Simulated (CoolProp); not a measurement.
n-heptane at several states: Z from the reference equation and from simpler models built on Tc = 541.2 K, pc = 2.774 MPa, ω = 0.349; each cubic takes its own stable root.

Computed with CoolProp (reference Helmholtz-energy equation of state, Span 2003). It is a short technical equation, of lower accuracy than the large ones.

| T (K) | p (MPa) | phase | reference | Pitzer virial | Soave-Redlich-Kwong |
|---|---|---|---|---|---|
| 525.5 | 0.194 | gas | 0.9722 | 0.9727 | 0.9731 |
| 576 | 0.106 | gas | 0.9893 | 0.9893 | 0.9895 |
| 573.5 | 2.23 | gas | 0.7215 | 0.7722 | 0.7397 |
| 560.9 | 0.0491 | gas | 0.9945 | 0.9946 | 0.9947 |
